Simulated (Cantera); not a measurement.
A closed system holds: 1 mol SiCl4, 0.076 mol CH4, 13 mol H2, equilibrated at 1348 K and 2700 Pa.

Cantera equilibrium calculation (NASA polynomials, part measured and part estimated; ideal gas, pure solids and liquids). Candidate condensed phases: C, C6H6, C7H8, C8H18, Si, SiC; 109 gas species. The tables' values for SiCl3 are old estimates; treat these amounts as uncertain. Rates play no part.

Base state: H2 0.817, HCl 0.122, SiCl2 0.0456, SiCl3 0.00749, SiCl4 0.00618, SiHCl3 0.00236, SiH2Cl2 0.000131, H 1.27e-5 (mole fractions); condensed: SiC(s).

What changes in the equilibrium state with this change: temperature from 1348 K to 2075 K?


```json
[
 {"species": "H2", "before": "0.817", "after": "0.776"},
 {"species": "HCl", "before": "0.122", "after": "0.148"},
 {"species": "SiCl2", "before": "0.0456", "after": "0.0541"},
 {"species": "H", "before": "1.27e-5", "after": "0.0143"},
 {"species": "Si", "before": "6.25e-9", "after": "0.00331"},
 {"species": "Si2C", "before": "<1e-9", "after": "0.000123"},
 {"species": "SiC(s), mol", "before": "0.0760", "after": "0.0739"}
]
```
The tables' values for SiCl, SiCl3 are old estimates; treat these amounts as uncertain. Gases not in the tables: Si2H6 and higher silanes.

What changes in the equilibrium state with this change: CH4 from 0.076 to 0.95 mol?


```tsv
species	before	after
H2	0.817	0.768
HCl	0.122	0.229
SiCl2	0.0456	0.00156
CH4	4.41e-7	4.29e-5
SiH2Cl2	0.000131	4.21e-6
SiHCl3	0.00236	0.000152
SiCl3	0.00749	0.000497
SiC(s), mol	0.0760	0.949
```
